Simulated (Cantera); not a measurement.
Input: 1 mol Pb, 0.067 mol H2, held at 44.0 mbar.

Equilibrium computed with Cantera from the NASA thermochemical tables; the gas is ideal and each condensed phase is pure. Candidate condensed phases: Pb; 4 gas species. Equilibrium is a limit: real reactors are often held back by kinetics, nucleation or transport.

log p: log10 of the partial pressure in bar; n: condensed amount in mol.

| T (°C) | log p H2 | log p Pb | log p Pb2 | log p H | n Pb(s) | n Pb(l) |
|---|---|---|---|---|---|---|
| 177 | -1.36 | <-13 | <-13 | <-13 | 1.00 | 0 |
| 277 | -1.36 | -12.82 | <-13 | <-13 | 1.00 | 0 |
| 377 | -1.36 | -10.03 | <-13 | <-13 | 0 | 1.00 |
| 477 | -1.36 | -8.02 | <-13 | -13.18 | 0 | 1.00 |
| 577 | -1.36 | -6.50 | (withheld) | -11.37 | 0 | 1.00 |
| 677 | -1.36 | -5.30 | (withheld) | -9.93 | 0 | 1.000 |
| 777 | -1.36 | -4.33 | (withheld) | -8.77 | 0 | 1.000 |
| 877 | -1.36 | -3.54 | (withheld) | -7.81 | 0 | 1.000 |
| 977 | -1.37 | -2.87 | (withheld) | -7.00 | 0 | 0.998 |
| 1077 | -1.41 | -2.31 | (withheld) | -6.33 | 0 | 0.992 |

Question: What belongs in the gaps?

Answer: 
- 577, log p Pb2: -13.15
- 677, log p Pb2: -11.14
- 777, log p Pb2: -9.53
- 877, log p Pb2: -8.20
- 977, log p Pb2: -7.09
- 1077, log p Pb2: -6.15
